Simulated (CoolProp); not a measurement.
Ethane along the isotherm 620 K: density (kg/m³) from the reference equation and from simpler models built on Tc = 305.3 K, pc = 4.872 MPa, ω = 0.099; each cubic takes its own stable root.

Values from CoolProp's reference Helmholtz-energy equation of state, Bücker 2006.

```json
[
 {"p (MPa)": "4.06", "phase": "gas", "reference": "24.03"},
 {"p (MPa)": "8.12", "phase": "supercritical", "reference": "48.52"},
 {"p (MPa)": "12.2", "phase": "supercritical", "reference": "73.13"},
 {"p (MPa)": "16.2", "phase": "supercritical", "reference": "96.77"},
 {"p (MPa)": "20.3", "phase": "supercritical", "reference": "120.1"},
 {"p (MPa)": "24.4", "phase": "supercritical", "reference": "142.0"},
 {"p (MPa)": "28.4", "phase": "supercritical", "reference": "162.0"},
 {"p (MPa)": "32.5", "phase": "supercritical", "reference": "180.9"},
 {"p (MPa)": "36.5", "phase": "supercritical", "reference": "197.9"},
 {"p (MPa)": "40.6", "phase": "supercritical", "reference": "213.8"},
 {"p (MPa)": "44.7", "phase": "supercritical", "reference": "228.4"},
 {"p (MPa)": "48.7", "phase": "supercritical", "reference": "241.4"}
]
```

Problem. How far does each simpler model (ideal gas, van der Waals, Redlich-Kwong, Soave-Redlich-Kwong) lie from the reference over these 12 states: mean and median of the absolute difference, and the worst?

Solution. 
- ideal gas: mean 5.6 %, median 2.5 %, worst +17.7 % at 620 K and 48.7 MPa
- van der Waals: mean 3.8 %, median 3.8 %, worst +6.8 % at 620 K and 20.3 MPa
- Redlich-Kwong: mean 2.7 %, median 3.0 %, worst +3.6 % at 620 K and 48.7 MPa
- Soave-Redlich-Kwong: mean 2.7 %, median 3.0 %, worst -3.5 % at 620 K and 28.4 MPa
